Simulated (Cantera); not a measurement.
Cantera with NASA thermochemical tables; ideal gases at 1 bar, condensed phases pure. Values are per mole of reaction as written; species without (g) are pure solids or liquids, kept so even where they would boil at 1 bar.

### Question
Between 300 and 550 K, where is each reaction favourable under standard conditions?
- Ti2O3 + TiCl3 → 3 Cl(g) + 3 TiO(g)
- Ti2O3 + 3 H2(g) + 6 TiCl4 → 3 H2O(g) + 8 TiCl3(g)

### Answer
- Ti2O3 + TiCl3 → 3 Cl(g) + 3 TiO(g): ΔG° is 2476 kJ at 300 K and 2235 kJ at 550 K; it stays positive (K < 1). ΔH° is 2756 kJ and ΔS° 947 J/K at 550 K.
- Ti2O3 + 3 H2(g) + 6 TiCl4 → 3 H2O(g) + 8 TiCl3(g): ΔG° is 971 kJ at 300 K and 722 kJ at 550 K; it stays positive (K < 1). ΔH° is 1216 kJ and ΔS° 899 J/K at 550 K.
